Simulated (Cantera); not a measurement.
Feed: 1 mol CH₂F₂, 0.14 mol H₂, equilibrated at 730 Pa.

These are equilibrium values from Cantera (NASA tables, ideal gas, pure condensed phases), not measurements of a reactor. Candidate condensed phases: C, C₆H₆, C₇H₈, C₈H₁₈; 95 gas species. The numbers say what is thermodynamically allowed, not how fast it happens.

x: gas mole fraction; n: condensed amount in mol.

```json
[
 {"T (K)": "1648", "x HF": "0.934", "x H₂": "0.0653", "x H": "0.000266", "x F": "2.77e-7", "x C₂H₂ (acetylene)": "___", "x CF": "1.53e-10", "n C(graphite)": "1.000"},
 {"T (K)": "1723", "x HF": "0.934", "x H₂": "0.0651", "x H": "0.000545", "x F": "8.71e-7", "x C₂H₂ (acetylene)": "___", "x CF": "8.16e-10", "n C(graphite)": "1.000"},
 {"T (K)": "1798", "x HF": "0.934", "x H₂": "0.0649", "x H": "0.00105", "x F": "2.50e-6", "x C₂H₂ (acetylene)": "___", "x CF": "3.80e-9", "n C(graphite)": "1.000"},
 {"T (K)": "1873", "x HF": "0.934", "x H₂": "0.0644", "x H": "0.00192", "x F": "6.59e-6", "x C₂H₂ (acetylene)": "___", "x CF": "1.56e-8", "n C(graphite)": "1.000"},
 {"T (K)": "1948", "x HF": "0.933", "x H₂": "0.0636", "x H": "0.00334", "x F": "1.62e-5", "x C₂H₂ (acetylene)": "___", "x CF": "5.77e-8", "n C(graphite)": "1.000"},
 {"T (K)": "2023", "x HF": "0.932", "x H₂": "0.0624", "x H": "0.00555", "x F": "3.74e-5", "x C₂H₂ (acetylene)": "___", "x CF": "1.94e-7", "n C(graphite)": "1.000"},
 {"T (K)": "2098", "x HF": "0.930", "x H₂": "0.0606", "x H": "0.00887", "x F": "8.18e-5", "x C₂H₂ (acetylene)": "___", "x CF": "6.01e-7", "n C(graphite)": "1.000"},
 {"T (K)": "2173", "x HF": "0.928", "x H₂": "0.0581", "x H": "0.0136", "x F": "0.000171", "x C₂H₂ (acetylene)": "___", "x CF": "1.73e-6", "n C(graphite)": "0.999"},
 {"T (K)": "2248", "x HF": "0.925", "x H₂": "0.0547", "x H": "0.0201", "x F": "0.000343", "x C₂H₂ (acetylene)": "___", "x CF": "4.69e-6", "n C(graphite)": "0.999"},
 {"T (K)": "2323", "x HF": "0.920", "x H₂": "0.0503", "x H": "0.0286", "x F": "0.000666", "x C₂H₂ (acetylene)": "___", "x CF": "1.21e-5", "n C(graphite)": "0.999"},
 {"T (K)": "2398", "x HF": "0.914", "x H₂": "0.0449", "x H": "0.0391", "x F": "0.00126", "x C₂H₂ (acetylene)": "___", "x CF": "2.97e-5", "n C(graphite)": "0.998"}
]
```

**Question.** Some entries are withheld; supply them.

**Answer.** 
- 1648, x C₂H₂ (acetylene): 2.92e-6
- 1723, x C₂H₂ (acetylene): 5.89e-6
- 1798, x C₂H₂ (acetylene): 1.12e-5
- 1873, x C₂H₂ (acetylene): 2.01e-5
- 1948, x C₂H₂ (acetylene): 3.43e-5
- 2023, x C₂H₂ (acetylene): 5.58e-5
- 2098, x C₂H₂ (acetylene): 8.66e-5
- 2173, x C₂H₂ (acetylene): 0.000128
- 2248, x C₂H₂ (acetylene): 0.000181
- 2323, x C₂H₂ (acetylene): 0.000243
- 2398, x C₂H₂ (acetylene): 0.000310
